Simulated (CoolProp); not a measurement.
The numbers come from the reference Helmholtz-energy equation of state, Lemmon 2006 in CoolProp. It is a short technical equation, of lower accuracy than the large ones.

Q: For C3F8 (R218), give the phase and the density (kg/m³), cp (kJ/(kg K)), expansivity (1/kK), viscosity (µPa s) at 304.7 K and 3.17 MPa.

A: 
- 304.7 K and 3.17 MPa: liquid; density 1320, cp 1.16, expansivity 4.28, viscosity 168

Viscosity comes from a separate model (Huber 2003), an estimate that may be off by 10 % or more.
